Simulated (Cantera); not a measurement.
Charge: 1 mol MgCO3, 0.088 mol CO2, at 1875 K and 1.20 mbar.

Method: chemical equilibrium by Gibbs-energy minimisation in Cantera with the NASA 1993 tables (ideal gas, pure condensed phases). Candidate condensed phases: C, Mg, MgCO3, MgO; 15 gas species. Kinetics and transport are ignored.

Base state: CO2 0.904, CO 0.0639, O2 0.0313, O 0.00123, Mg 3.22e-5 (mole fractions); condensed: MgO(s).

**Question.** What changes in the equilibrium state with this change: temperature from 1875 K to 1073 K?

**Answer.** 
```csv
species,before,after
CO2,0.904,1.000
CO,0.0639,8.57e-6
O2,0.0313,4.28e-6
Mg,3.22e-5,<1e-9
O,0.00123,<1e-9
"MgO(s), mol",1.000,1.00
```

**Question.** What changes in the equilibrium state with this change: 1.8 mol H2O added?

**Answer.** 
```json
[
 {"species": "H2O", "before": "0", "after": "0.590"},
 {"species": "CO2", "before": "0.904", "after": "0.337"},
 {"species": "CO", "before": "0.0639", "after": "0.0301"},
 {"species": "H2", "before": "0", "after": "0.0128"},
 {"species": "O2", "before": "0.0313", "after": "0.0196"},
 {"species": "Mg", "before": "3.22e-5", "after": "4.07e-5"},
 {"species": "OH", "before": "0", "after": "0.00769"},
 {"species": "H", "before": "0", "after": "0.00214"},
 {"species": "O", "before": "0.00123", "after": "0.000972"},
 {"species": "MgO(s), mol", "before": "1.000", "after": "1.000"}
]
```
Further candidate phases: C6H6, C7H8, C8H18, H2O, Mg(OH)2.
